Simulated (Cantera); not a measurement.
An adiabatic, constant-pressure homogeneous reactor starts with H₂ : O₂ : N₂ = 1 : 1.11 : 4.18 (molar parts), equivalence ratio 0.45, at 1700 K and 0.987 atm. Integrator tolerance rtol = 1e-08.

Computed with Cantera and the H2/O2 subset of GRI-Mech 3.0, which has no nitrogen chemistry.

```csv
quantity,before,after
time of steepest temperature rise,8.48 µs,6.09 µs
temperature at 0.500 s,2609 K,2624 K
equilibrium temperature,2609 K,2624 K
x(H₂) at 0.500 s,0.00488 (gas-phase equilibrium 0.00488),0.00443 (gas-phase equilibrium 0.00443)
x(O₂) at 0.500 s,0.0981 (gas-phase equilibrium 0.0981),0.0984 (gas-phase equilibrium 0.0984)
x(OH) at 0.500 s,0.0206 (gas-phase equilibrium 0.0206),0.0199 (gas-phase equilibrium 0.0199)
x(H₂O₂) at 0.500 s,4.25e-7 (gas-phase equilibrium 4.25e-7),5.23e-7 (gas-phase equilibrium 5.23e-7)
x(H) at 0.500 s,0.00281 (gas-phase equilibrium 0.00281),0.00240 (gas-phase equilibrium 0.00240)
```

Task: Name the change that produced these shifts.
A. pressure from 0.987 atm to 1.38 atm
B. initial temperature 1700 to 1050 K
C. initial temperature 1700 to 1475 K
D. pressure from 0.987 atm to 0.898 atm

Result: A, pressure from 0.987 atm to 1.38 atm
